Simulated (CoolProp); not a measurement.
C2F6 (R116) along the isobar 36.5 bar: fugacity coefficient from the reference equation and from simpler models built on Tc = 19.9 °C, pc = 30.48 bar, ω = 0.257; each cubic takes its own stable root.

The numbers come from the reference Helmholtz-energy equation of state, Lemmon 2006 in CoolProp. It is a short technical equation, of lower accuracy than the large ones.

```csv
T (°C),phase,reference,van der Waals,Soave-Redlich-Kwong,Peng-Robinson
-37.65,liquid,0.1625,0.3175,0.1660,[?]
-26.35,liquid,0.2252,0.3735,0.2305,[?]
-14.95,liquid,[?],[?],0.3072,0.2950
-3.55,liquid,0.3850,0.4922,0.3935,0.3778
7.75,liquid,0.4762,0.5516,0.4848,0.4657
19.15,liquid,0.5707,0.6096,0.5768,[?]
30.55,supercritical,0.6517,0.6623,[?],0.6279
41.85,supercritical,0.7005,0.7010,0.7010,0.6749
```

Task: Complete the blanks.

Result: 
- -37.65, Peng-Robinson: 0.1598
- -26.35, Peng-Robinson: 0.2215
- -14.95, reference: 0.3001
- -14.95, van der Waals: 0.4323
- 19.15, Peng-Robinson: 0.5545
- 30.55, Soave-Redlich-Kwong: 0.6529
